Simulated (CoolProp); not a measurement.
Vapour pressure (bar) of R236FA: the reference equation beside estimates from Tc = 398.1 K, pc = 31.91 bar, ω = 0.377. Clausius-Clapeyron is anchored at 315.1 K with a constant enthalpy of vaporisation of 20.54 kJ/mol.

Values from CoolProp's reference Helmholtz-energy equation of state, Pan 2012.

```csv
T (K),reference,Clausius-Clapeyron,van der Waals,Redlich-Kwong,Peng-Robinson
297.9,2.697,2.942,8.918,4.785,2.685
301.3,3.017,3.231,9.420,5.221,3.005
304.8,3.377,3.550,9.956,5.697,3.364
308.2,3.757,3.882,10.50,6.188,3.744
311.7,4.181,4.248,11.07,6.724,4.169
315.1,4.627,4.627,11.65,7.274,4.616
318.6,5.123,5.043,12.26,7.873,5.114
322,5.643,5.474,12.87,8.486,5.636
325.5,6.218,5.945,13.52,9.150,6.214
328.9,6.819,6.430,14.18,9.829,6.819
332.4,7.482,6.959,14.87,10.56,7.487
335.9,8.193,7.520,15.58,11.33,8.204
339.3,8.931,8.095,16.30,12.12,8.949
342.8,9.742,8.720,17.05,12.96,9.769
346.2,10.58,9.359,17.81,13.82,10.62
```

Absolute difference from the reference over all 15 rows, mean and median: Clausius-Clapeyron 5.8 and 5.7 %, van der Waals 136.1 and 128.1 %, Redlich-Kwong 51.7 and 50.4 %, Peng-Robinson 0.2 and 0.2 %.
